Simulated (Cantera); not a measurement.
An isothermal, constant-pressure homogeneous reactor starts with 34.2 % H₂, 38.9 % O₂, 26.8 % N₂, at 1175 K and 608 Torr.

Model: GRI-Mech 3.0 (53 species, 325 reactions), integrated in Cantera. The temperature is held fixed by assumption; the heat of reaction is taken as removed at once.

One state of this run: x H₂ = 0.000624; x O₂ = 0.263; x H₂O₂ = 2.15e-6; x NO = 8.31e-7; x O = 2.35e-6. x: mole fraction; the columns are a selection and need not sum to one.

**Question.** Which value of t (s) does it belong to?
A) 7.00e-6
B) 1.90e-5
C) 0.00278
D) 0.000378

**Answer.** C, 0.00278
